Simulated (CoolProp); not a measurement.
Vapour pressure (kPa) of water: the reference equation beside estimates from Tc = 647.1 K, pc = 22060 kPa, ω = 0.344. Clausius-Clapeyron is anchored at 433.7 K with a constant enthalpy of vaporisation of 37.48 kJ/mol.

The numbers come from the reference Helmholtz-energy equation of state, Wagner 2002 in CoolProp.

```json
[
 {"T (K)": "417", "reference": "402.7", "Lee-Kesler": "389.7", "Clausius-Clapeyron": "413.5", "van der Waals": "2860", "Soave-Redlich-Kwong": "390.8", "Peng-Robinson": "395.5"},
 {"T (K)": "433.7", "reference": "626.9", "Lee-Kesler": "617.5", "Clausius-Clapeyron": "626.9", "van der Waals": "3530", "Soave-Redlich-Kwong": "617.8", "Peng-Robinson": "620.8"},
 {"T (K)": "450.5", "reference": "943.1", "Lee-Kesler": "941.6", "Clausius-Clapeyron": "923.7", "van der Waals": "4301", "Soave-Redlich-Kwong": "940.9", "Peng-Robinson": "[?]"},
 {"T (K)": "467.3", "reference": "1374", "Lee-Kesler": "1385", "Clausius-Clapeyron": "1324", "van der Waals": "5175", "Soave-Redlich-Kwong": "1384", "Peng-Robinson": "1376"},
 {"T (K)": "484", "reference": "1940", "Lee-Kesler": "1969", "Clausius-Clapeyron": "1846", "van der Waals": "6150", "Soave-Redlich-Kwong": "1969", "Peng-Robinson": "1952"},
 {"T (K)": "500.8", "reference": "2679", "Lee-Kesler": "2728", "Clausius-Clapeyron": "2523", "van der Waals": "7243", "Soave-Redlich-Kwong": "2734", "Peng-Robinson": "2704"},
 {"T (K)": "517.6", "reference": "3617", "Lee-Kesler": "3688", "Clausius-Clapeyron": "3379", "van der Waals": "8453", "Soave-Redlich-Kwong": "3706", "Peng-Robinson": "3659"},
 {"T (K)": "534.3", "reference": "4781", "Lee-Kesler": "4873", "Clausius-Clapeyron": "4436", "van der Waals": "9774", "Soave-Redlich-Kwong": "4911", "Peng-Robinson": "4845"},
 {"T (K)": "551.1", "reference": "6220", "Lee-Kesler": "6331", "Clausius-Clapeyron": "5737", "van der Waals": "11230", "Soave-Redlich-Kwong": "6397", "Peng-Robinson": "6311"},
 {"T (K)": "567.9", "reference": "[?]", "Lee-Kesler": "8092", "Clausius-Clapeyron": "7308", "van der Waals": "12810", "Soave-Redlich-Kwong": "8196", "Peng-Robinson": "8091"},
 {"T (K)": "584.6", "reference": "10060", "Lee-Kesler": "10190", "Clausius-Clapeyron": "9167", "van der Waals": "14510", "Soave-Redlich-Kwong": "10330", "Peng-Robinson": "10210"},
 {"T (K)": "601.4", "reference": "12570", "Lee-Kesler": "12690", "Clausius-Clapeyron": "11370", "van der Waals": "[?]", "Soave-Redlich-Kwong": "12870", "Peng-Robinson": "12750"}
]
```

Task: What belongs in the gaps?

Result: 
- 450.5, Peng-Robinson: 940.2
- 567.9, reference: 7971
- 601.4, van der Waals: 16350

Absolute difference from the reference over all 12 rows, mean and median: Lee-Kesler 1.5 and 1.5 %, Clausius-Clapeyron 5.6 and 6.2 %, van der Waals 212.3 and 152.0 %, Soave-Redlich-Kwong 2.1 and 2.4 %, Peng-Robinson 1.1 and 1.2 %.
